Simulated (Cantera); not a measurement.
What does this Cantera script print?

```python
import numpy as np
import cantera as ct

gas = ct.Solution("gri30.yaml")


def delay(T, t_max=10):
    gas.TPX = T, 370000, {'H2': 1, 'O2': 0.714, 'N2': 2.69, 'H2O': 0.17}
    reactor = ct.IdealGasConstPressureReactor(gas, clone=False)
    net = ct.ReactorNet([reactor])
    net.rtol, net.atol = 1e-8, 1e-16
    while net.time < t_max:
        t_old, T_old = net.time, reactor.T
        net.step()
        if reactor.T > T + 400:  # ignition: a rise of 400 K
            return t_old + (T + 400 - T_old) / (reactor.T - T_old) * (net.time - t_old)
    return np.nan


taus = []
for T in [1173, 1248, 1323, 1398, 1473, 1548]:
    taus.append(delay(T))
    print(f"T0 = {T:6g} K   tau = {taus[-1]:.4e} s")
```

Result:

```
T0 =   1173 K   tau = 3.5641e-05 s
T0 =   1248 K   tau = 1.4175e-05 s
T0 =   1323 K   tau = 8.6295e-06 s
T0 =   1398 K   tau = 6.0887e-06 s
T0 =   1473 K   tau = 4.6723e-06 s
T0 =   1548 K   tau = 3.8088e-06 s
```

Detailed kinetics in Cantera: GRI-Mech 3.0 (53 species, 325 reactions). The hydrogen kinetics of GRI-Mech 3.0 are dated; newer H2 mechanisms differ, most at raised pressure. Where the delays flatten at high temperature, the 400 K rule measures the pace of heat release, not the induction time.
